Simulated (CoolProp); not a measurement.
Vapour-liquid equilibrium of cyclohexane (1) + dimethyl carbonate (2) at 8.26 bar; x and y are mole fractions of (1).

Computed with CoolProp (multi-fluid Helmholtz-energy mixture model, Zhou 2014 and Zhou 2011; pair parameters Bell 2016).

```csv
x,bubble temperature (°C),y at the bubble point,dew temperature at overall composition x (°C),liquid density (mol/L)
0.05,170.1,0.107,172.1,9.249
0.125,165.9,0.227,169.4,9.079
0.2,163.0,0.315,166.8,8.900
0.275,161.0,0.382,164.3,8.719
0.35,?,0.436,161.9,8.541
0.425,?,0.481,160.0,8.372
0.5,158.5,0.523,158.7,8.213
0.575,158.5,0.563,158.5,8.065
0.65,158.8,?,159.5,7.928
0.725,159.6,0.654,161.3,?
0.8,161.0,0.712,?,7.680
0.875,163.3,?,166.3,?
0.95,167.2,0.899,169.2,7.433
```

**Question.** Fill in the missing entries.

**Answer.** 
- 0.35, bubble temperature (°C): 159.7
- 0.425, bubble temperature (°C): 158.9
- 0.65, y at the bubble point: 0.606
- 0.725, liquid density (mol/L): 7.801
- 0.8, dew temperature at overall composition x (°C): 163.7
- 0.875, y at the bubble point: 0.790
- 0.875, liquid density (mol/L): 7.561

y crosses x between x = 0.5 and 0.575: the model has an azeotrope there.

Pair parameters are fitted to limited data, so mixtures are less certain than the pure fluids.
